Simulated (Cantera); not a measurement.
## Equilibrium for sublimation and decomposition of ceramics: Si3N4 + H2 + C

Input: 1 mol Si3N4, 0.04 mol H2, 0.35 mol C, at 2.00 Pa.

Method: chemical equilibrium by Gibbs-energy minimisation in Cantera with the NASA 1993 tables (ideal gas, pure condensed phases). Candidate condensed phases: C, C6H6, C7H8, C8H18, Si, SiC, Si3N4; 105 gas species. Mutual solubility and eutectic melting of coexisting phases are not modelled. The tables' values for SiN are old estimates; treat these amounts as uncertain. Equilibrium is a limit: real reactors are often held back by kinetics, nucleation or transport.

| T (°C) | x N2 | x Si | x H2 | x C | x SiC2 | x Si2C | x H | x CN | n SiC(s) | n Si3N4(s) | n Si(s) | n Si(l) |
|---|---|---|---|---|---|---|---|---|---|---|---|---|
| 1150 | 0.853 | 5.19e-5 | 0.146 | <1e-12 | 2.76e-12 | 4.17e-8 | 0.000568 | 2.20e-11 | 0.350 | 0.883 | 0 | 0 |
| 1350 | 0.972 | 0.00782 | 0.0184 | <1e-12 | 4.65e-9 | 2.90e-5 | 0.00210 | 3.24e-9 | 0.350 | 0 | 2.63 | 0 |
| 1550 | 0.754 | 0.221 | 0.0101 | 6.18e-10 | 2.63e-6 | 0.00265 | 0.00976 | 2.32e-7 | 0.343 | 0 | 0 | 2.04 |
| 1750 | 0.422 | 0.542 | 0.00115 | 7.77e-7 | 0.00244 | 0.0164 | 0.0144 | 3.45e-5 | 0.249 | 0 | 0 | 0 |
| 1950 | 0.395 | 0.551 | 0.000116 | 8.43e-5 | 0.0313 | 0.00536 | 0.0154 | 0.000799 | 0 | 0 | 0 | 0 |
| 2150 | 0.390 | 0.557 | 1.54e-5 | 0.00142 | 0.0297 | 0.000706 | 0.0156 | 0.00378 | 0 | 0 | 0 | 0 |
| 2350 | 0.380 | 0.561 | 2.66e-6 | 0.0117 | 0.0161 | 9.52e-5 | 0.0154 | 0.0106 | 0 | 0 | 0 | 0 |
| 2550 | 0.367 | 0.559 | 5.70e-7 | 0.0384 | 0.00270 | 8.90e-6 | 0.0150 | 0.0136 | 0 | 0 | 0 | 0 |
x: gas mole fraction; n: condensed amount in mol.

At 1150 °C the condensed part is SiC(s) + Si3N4(s). At 1350 °C the condensed part is Si(s) + SiC(s). At 1550 °C the condensed part is Si(l) + SiC(s). At 1750 °C the condensed part is SiC(s). From 1950 °C to 2550 °C nothing is condensed. The main Si-bearing gas is Si throughout.
